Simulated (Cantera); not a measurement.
A freely propagating, adiabatic, planar premixed flame of H2 : O2 : N2 = 1 : 0.526 : 1.95 (molar parts), equivalence ratio 0.95, unburnt at 398 K and 9.87 atm; mixture-averaged transport, grid criteria slope 0.08 and curve 0.16, no radiation.

Detailed kinetics in Cantera: the H2/O2 subset of GRI-Mech 3.0, which has no nitrogen chemistry. The hydrogen kinetics of GRI-Mech 3.0 are dated; newer H2 mechanisms differ, most at raised pressure. Burning velocities carry a grid error of a few per cent, more on coarse grids.

x: mole fraction of selected species; z is measured from the peak of heat release.

| z (mm) | T (K) | u (m/s) | x H2 | x O2 | x HO2 | x H2O | x H | x O |
|---|---|---|---|---|---|---|---|---|
| -0.0752 | 398 | 2.26 | 0.287 | 0.151 | <1e-8 | 4.95e-7 | <1e-8 | <1e-8 |
| -0.0502 | 398 | 2.25 | 0.286 | 0.152 | ? | 5.02e-6 | <1e-8 | <1e-8 |
| -0.0376 | 399 | 2.25 | 0.284 | 0.152 | ? | 2.85e-5 | <1e-8 | <1e-8 |
| -0.0251 | 409 | 2.28 | 0.273 | 0.154 | ? | 0.000488 | <1e-8 | 1.09e-7 |
| -0.0125 | 560 | 2.95 | 0.223 | 0.159 | ? | 0.0149 | 3.60e-6 | 6.80e-6 |
| -0.00627 | 948 | 4.82 | 0.167 | 0.142 | ? | 0.0655 | 0.000849 | 0.000218 |
| 0 | 1429 | 7.14 | 0.106 | 0.104 | ? | 0.147 | 0.00592 | 0.00170 |
| 0.00627 | 1755 | 8.72 | 0.0606 | 0.0647 | ? | 0.216 | 0.0110 | 0.00355 |
| 0.0125 | 1940 | 9.61 | 0.0378 | 0.0424 | ? | 0.253 | 0.0117 | 0.00427 |
| 0.0251 | 2124 | 10.5 | 0.0235 | 0.0274 | ? | 0.279 | 0.00834 | 0.00379 |
| 0.0502 | 2270 | 11.1 | 0.0159 | 0.0212 | ? | 0.295 | 0.00412 | 0.00227 |
| 0.100 | 2364 | 11.5 | 0.00992 | 0.0178 | ? | 0.307 | 0.00174 | 0.00117 |
| 0.201 | 2415 | 11.7 | 0.00589 | 0.0160 | ? | 0.315 | 0.000746 | 0.000648 |

Some entries are withheld; supply them.


- -0.0502, x HO2: 7.63e-8
- -0.0376, x HO2: 4.91e-7
- -0.0251, x HO2: 1.11e-5
- -0.0125, x HO2: 0.000583
- -0.00627, x HO2: 0.00143
- 0, x HO2: 0.000716
- 0.00627, x HO2: 0.000330
- 0.0125, x HO2: 0.000166
- 0.0251, x HO2: 6.96e-5
- 0.0502, x HO2: 3.08e-5
- 0.100, x HO2: 1.43e-5
- 0.201, x HO2: 7.82e-6
